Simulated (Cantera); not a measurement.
An adiabatic, constant-volume homogeneous reactor starts with CH4 : H2 : O2 : N2 = 1 : 0.53 : 1.19 : 4.48 (molar parts), equivalence ratio 1.9, at 1773 K and 0.760 atm. Integrator tolerance rtol = 1e-08.

Model: GRI-Mech 3.0 (53 species, 325 reactions), integrated in Cantera. Above 3000 K some thermodynamic fits are extrapolated.

Q: What does this change do: 0.081 parts C2H6 added?

A: 
```csv
quantity,before,after
time of steepest temperature rise,82.4 µs,43.3 µs
temperature at 10.0 s,2907 K,2850 K
equilibrium temperature,2907 K,2850 K
x(CH4) at 10.0 s,3.83e-12 (gas-phase equilibrium 4.39e-12),1.19e-11 (gas-phase equilibrium 1.34e-11)
x(H2) at 10.0 s,0.145 (gas-phase equilibrium 0.145),0.181 (gas-phase equilibrium 0.181)
x(O2) at 10.0 s,0.000661 (gas-phase equilibrium 0.000661),0.000214 (gas-phase equilibrium 0.000214)
x(H2O) at 10.0 s,0.137 (gas-phase equilibrium 0.137),0.121 (gas-phase equilibrium 0.121)
x(CH2) at 10.0 s,8.17e-12 (gas-phase equilibrium 8.53e-12),1.34e-11 (gas-phase equilibrium 1.42e-11)
x(CO) at 10.0 s,0.107 (gas-phase equilibrium 0.107),0.123 (gas-phase equilibrium 0.123)
```
